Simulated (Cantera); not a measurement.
What does this Cantera script print?

```python
import numpy as np
import cantera as ct

gas = ct.Solution("gri30.yaml")
gas.TPX = 1198, 1333, {'N2O': 1, 'H2': 0.012, 'N2': 7.5}
reactor = ct.IdealGasConstPressureReactor(gas, energy="off", clone=False)
net = ct.ReactorNet([reactor])
net.rtol, net.atol = 1e-08, 1e-18
show = ['N2O', 'H2', 'H', 'NO', 'HO2']
times = np.geomspace(0.0004, 6, 14)

steps = ct.SolutionArray(gas, extra=["t"])
rows = []
print(f"{'t/s':>10s}{'T/K':>9s}{'P/Pa':>11s}" + "".join(f"{s:>11s}" for s in show))
for t in times:
    while net.time < t:
        t_next = net.step()
        steps.append(gas.state, t=t_next)
    rows.append([np.interp(t, steps.t, y) for y in (steps.T, steps.P, *steps(*show).X.T)])
    print(f"{t:10.3e}{rows[-1][0]:9.1f}{rows[-1][1]:11.4g}" + "".join(f"{x:11.3e}" for x in rows[-1][2:]))
rate = np.gradient(steps.T, steps.t)
print("integrator steps:", len(steps.t))
if steps.T.max() > steps.T[0] + 200:
    print(f"time of steepest temperature rise: {steps.t[rate.argmax()]:.4e} s")
gas.TPX = 1198, 1333, {'N2O': 1, 'H2': 0.012, 'N2': 7.5}
gas.equilibrate("TP")
print(f"equilibrium (TP): T = {gas.T:.1f} K  " + "  ".join(f"{s} {gas[s].X[0]:.3e}" for s in show))
```

It prints:

```
       t/s      T/K       P/Pa        N2O         H2          H         NO        HO2
 4.000e-04   1198.0       1333  1.175e-01  1.410e-03  3.103e-09  1.958e-09  2.681e-12
 8.381e-04   1198.0       1333  1.175e-01  1.410e-03  1.087e-08  8.234e-09  2.590e-11
 1.756e-03   1198.0       1333  1.175e-01  1.410e-03  3.390e-08  3.304e-08  2.427e-10
 3.679e-03   1198.0       1333  1.175e-01  1.409e-03  9.641e-08  1.217e-07  2.063e-09
 7.709e-03   1198.0       1333  1.175e-01  1.408e-03  2.506e-07  3.950e-07  1.474e-08
 1.615e-02   1198.0       1333  1.175e-01  1.400e-03  5.732e-07  1.134e-06  8.242e-08
 3.384e-02   1198.0       1333  1.174e-01  1.365e-03  1.116e-06  3.092e-06  3.205e-07
 7.091e-02   1198.0       1333  1.173e-01  1.246e-03  1.687e-06  8.347e-06  6.720e-07
 1.486e-01   1198.0       1333  1.169e-01  9.513e-04  1.637e-06  2.000e-05  7.943e-07
 3.113e-01   1198.0       1333  1.163e-01  5.226e-04  8.395e-07  3.921e-05  8.161e-07
 6.523e-01   1198.0       1333  1.156e-01  1.937e-04  2.247e-07  7.055e-05  6.580e-07
 1.367e+00   1198.0       1333  1.148e-01  4.800e-05  4.053e-08  1.317e-04  3.762e-07
 2.864e+00   1198.0       1333  1.133e-01  5.977e-06  7.618e-09  2.617e-04  1.887e-07
 6.000e+00   1198.0       1333  1.103e-01  1.285e-07  4.301e-09  5.342e-04  1.029e-07
integrator steps: 1004
equilibrium (TP): T = 1198.0 K  N2O 9.595e-10  H2 6.047e-10  H 4.076e-11  NO 1.083e-04  HO2 1.878e-10
```

Model: GRI-Mech 3.0 (53 species, 325 reactions), integrated in Cantera. GRI-Mech 3.0 was tuned for natural gas; its chemistry of N2O as a main component is partial and can be far from experiment. Radical loss at walls, strong at low pressure, is not modelled. The mechanism lacks the step 2 NO + O2 → 2 NO2, which can matter for NO2 below about 1400 K. The temperature is held fixed by assumption; the heat of reaction is taken as removed at once.
